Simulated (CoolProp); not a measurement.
A single-stage vapour-compression cycle with hydrogen sulfide: evaporating at 240.15 K (dew point), condensing at 308.15 K (bubble point), superheat 0 K, subcooling 8 K, compressor efficiency 0.85, no pressure losses. Each further row changes one setting.

Values from CoolProp's reference Helmholtz-energy equation of state, Lemmon 2006. It is a short technical equation, of lower accuracy than the large ones.

```json
[
 {"case": "as stated", "cooling COP": "2.29", "pressure ratio": "7.53", "discharge temperature (K)": "419.2", "refrigerating effect (kJ/kg)": "386", "volumetric capacity (kJ/m³)": "2360"},
 {"case": "evaporating temperature 245.15 K", "cooling COP": "2.58", "pressure ratio": "6.23", "discharge temperature (K)": "406.9", "refrigerating effect (kJ/kg)": "389", "volumetric capacity (kJ/m³)": "2840"},
 {"case": "condensing temperature 303.15 K", "cooling COP": "2.53", "pressure ratio": "6.70", "discharge temperature (K)": "406.5", "refrigerating effect (kJ/kg)": "397", "volumetric capacity (kJ/m³)": "2430"},
 {"case": "subcooling 13 K", "cooling COP": "2.35", "pressure ratio": "7.53", "discharge temperature (K)": "419.2", "refrigerating effect (kJ/kg)": "397", "volumetric capacity (kJ/m³)": "2430"},
 {"case": "superheat 10 K", "cooling COP": "2.24", "pressure ratio": "7.53", "discharge temperature (K)": "435.7", "refrigerating effect (kJ/kg)": "397", "volumetric capacity (kJ/m³)": "2320"},
 {"case": "compressor efficiency 0.75", "cooling COP": "2.02", "pressure ratio": "7.53", "discharge temperature (K)": "438.5", "refrigerating effect (kJ/kg)": "386", "volumetric capacity (kJ/m³)": "2360"}
]
```
